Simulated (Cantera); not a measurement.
A closed system holds: 1 mol Fe(CO)5, 0.042 mol H2, held at 0.100 bar.

These are equilibrium values from Cantera (NASA tables, ideal gas, pure condensed phases), not measurements of a reactor. Candidate condensed phases: C, C6H6, C7H8, C8H18, Fe, Fe(CO)5, FeO, Fe(OH)2, Fe(OH)3, Fe2O3, Fe3O4, H2O; 114 gas species. Condensed phases not in the tables: cementite and carbon dissolved in iron. The numbers say what is thermodynamically allowed, not how fast it happens. All values below are at 877 °C.

Base state: CO 0.988, H2 0.00832, CO2 0.00385, H2O 3.86e-5 (mole fractions); condensed: C(graphite) + Fe(α).

### Question
What changes in the equilibrium state with this change: Fe(CO)5 replaced by Hg?

### Answer
```tsv
species	before	after
Hg	0	0.960
H2	0.00832	0.0403
CO	0.988	0
CO2	0.00385	0
H2O	3.86e-5	0
C(graphite), mol	0.0195	0
Fe(α), mol	1.00	0
```
Further candidate phases: Hg.
